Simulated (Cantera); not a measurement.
Input: 1 mol Ti(NMe2)4, 5.3 mol N2, 35 mol H2, equilibrated at 1475 °C and 100000 Pa.

Method: chemical equilibrium by Gibbs-energy minimisation in Cantera with the NASA 1993 tables (ideal gas, pure condensed phases). Candidate condensed phases: C, C6H6, C7H8, C8H18, Ti, TiC, TiN; 93 gas species. The feed counts by its element totals alone. TiC: taken at fixed stoichiometry. The numbers say what is thermodynamically allowed, not how fast it happens.

Base state: H2 0.864, N2 0.134, HCN 0.00161, CH4 0.000686, H 0.000212, C2H2 (acetylene) 9.75e-5, HNC 5.41e-5 (mole fractions); condensed: C(graphite) + TiC(s).

Question: What changes in the equilibrium state with this change: temperature from 1475 °C to 1725 °C?

Answer: 
| species | before | after |
|---|---|---|
| H2 | 0.864 | 0.861 |
| N2 | 0.134 | 0.132 |
| HCN | 0.00161 | 0.00493 |
| H | 0.000212 | 0.00149 |
| C2H2 (acetylene) | 9.75e-5 | 0.000652 |
| HNC | 5.41e-5 | 0.000279 |
| CH3 | 3.42e-6 | 1.08e-5 |
| C(graphite), mol | 6.86 | 6.63 |
| TiC(s), mol | 1.00 | 1.00 |

Question: What changes in the equilibrium state with this change: temperature from 1475 °C to 1600 °C?

Answer: 
```csv
species,before,after
H2,0.864,0.863
N2,0.134,0.133
HCN,0.00161,0.00293
H,0.000212,0.000600
C2H2 (acetylene),9.75e-5,0.000270
HNC,5.41e-5,0.000130
CH4,0.000686,0.000453
"C(graphite), mol",6.86,6.78
"TiC(s), mol",1.00,1.00
```
